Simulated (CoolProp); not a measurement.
R123 along the isotherm 500 K: density (kg/m³) from the reference equation and from simpler models built on Tc = 456.8 K, pc = 3.662 MPa, ω = 0.282; each cubic takes its own stable root.

The numbers come from the reference Helmholtz-energy equation of state, Younglove 1994 in CoolProp. It is a modified Benedict-Webb-Rubin equation, recast in Helmholtz form.

```json
[
 {"p (MPa)": "2.29", "phase": "gas", "reference": "101.9"},
 {"p (MPa)": "4.58", "phase": "supercritical", "reference": "280.5"},
 {"p (MPa)": "6.87", "phase": "supercritical", "reference": "631.9"},
 {"p (MPa)": "9.15", "phase": "supercritical", "reference": "805.6"},
 {"p (MPa)": "11.4", "phase": "supercritical", "reference": "886.3"},
 {"p (MPa)": "13.7", "phase": "supercritical", "reference": "940.0"},
 {"p (MPa)": "16", "phase": "supercritical", "reference": "980.1"},
 {"p (MPa)": "18.3", "phase": "supercritical", "reference": "1012"}
]
```

How far does each simpler model (ideal gas, Peng-Robinson) lie from the reference over these 8 states: mean and median of the absolute difference, and the worst?


- ideal gas: mean 43.5 %, median 43.2 %, worst -60.0 % at 500 K and 6.87 MPa
- Peng-Robinson: mean 3.3 %, median 2.1 %, worst -8.3 % at 500 K and 6.87 MPa
